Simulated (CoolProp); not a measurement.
Hexamethyldisiloxane (MM) along the isobar 8.42 bar: density (kg/m³) from the reference equation and from simpler models built on Tc = 518.7 K, pc = 19.31 bar, ω = 0.418; each cubic takes its own stable root.

Model: reference Helmholtz-energy equation of state, Thol 2016, in CoolProp.

```
T (K)   phase  reference
-----  ------  ---------
229.5  liquid      830.9
244.8  liquid      815.5
260.2  liquid      799.9
275.5  liquid      784.3
290.8  liquid      768.5
306.1  liquid      752.5
321.4  liquid      736.2
336.8  liquid      719.4
352.1  liquid      702.3
367.4  liquid      684.6
382.7  liquid      666.2
398    liquid      646.9
413.3  liquid      626.4
```

**Question.** How far does each simpler model (van der Waals, Redlich-Kwong, Soave-Redlich-Kwong, Peng-Robinson) lie from the reference over these 13 states: mean and median of the absolute difference, and the worst?

**Answer.** 
- van der Waals: mean 39.6 %, median 39.5 %, worst -40.6 % at 229.5 K and 8.42 bar
- Redlich-Kwong: mean 11.9 %, median 11.5 %, worst -14.2 % at 413.3 K and 8.42 bar
- Soave-Redlich-Kwong: mean 7.2 %, median 6.9 %, worst -9.1 % at 229.5 K and 8.42 bar
- Peng-Robinson: mean 4.6 %, median 5.0 %, worst +5.9 % at 367.4 K and 8.42 bar
